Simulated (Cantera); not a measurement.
A jet of 4.76 % CH₄, 18.5 % O₂, 76.8 % N₂ at 300 K and 12000 Pa hits a platinum plate 7.1 cm away at a mass flux of 0.028 kg/m²/s; the plate temperature is set and raised in steps from an oxygen-covered start.

Detailed kinetics in Cantera: Deutschmann's 1995 Pt surface mechanism with GRI-Mech 3.0 gas chemistry. Catalytic surfaces can have several steady states; this one follows from the mechanism file's or the stated starting coverage.

One state of this run: wall x CH₄ = 0.00482; wall x O₂ = 0.0941; wall x H₂O = 0.0788; wall x OH = 3.26e-6; wall x CO = 7.47e-6; wall x CO₂ = 0.0519; θ free Pt = 0.516; θ O* = 0.483; θ OH* = 0.00138. x: mole fraction at the wall; θ: surface coverage.

**Question.** Which value of plate T (K) does it belong to?
(A) 1050
(B) 1150
(C) 1100
(D) 950

**Answer.** B, 1150
